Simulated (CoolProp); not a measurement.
Vapour-liquid equilibrium of R22 (1) + R134a (2) at 1.35 MPa; x and y are mole fractions of (1).

Model: multi-fluid Helmholtz-energy mixture model, Kamei 1995 and Tillner-Roth 1994; pair parameters Bell 2016, in CoolProp.

```csv
x,"bubble temperature, mixture model (°C)","bubble temperature, Raoult's law (°C)","y, mixture model","y, Raoult's law"
0.05,49.8,50.0,0.069,0.072
0.125,48.2,48.7,0.167,0.174
0.2,46.6,47.3,0.258,0.270
0.275,45.2,46.0,0.344,0.361
0.35,43.8,44.7,0.425,0.445
0.425,…,43.5,0.501,0.525
0.5,41.4,42.3,…,0.600
0.575,40.3,41.1,…,0.671
0.65,39.2,39.9,0.711,0.737
0.725,38.2,38.8,…,0.800
0.8,…,37.7,…,0.859
0.875,36.3,36.6,0.900,0.914
0.95,35.4,35.5,0.960,0.967
```

Fill in the missing entries.


- 0.425, bubble temperature, mixture model (°C): 42.6
- 0.5, y, mixture model: 0.574
- 0.575, y, mixture model: 0.644
- 0.725, y, mixture model: 0.775
- 0.8, bubble temperature, mixture model (°C): 37.2
- 0.8, y, mixture model: 0.838

The largest gap from Raoult's law is -0.9 K in bubble temperature, at x = 0.425. No azeotrope shows between x = 0.05 and 0.95.

Pair parameters are fitted to limited data, so mixtures are less certain than the pure fluids.
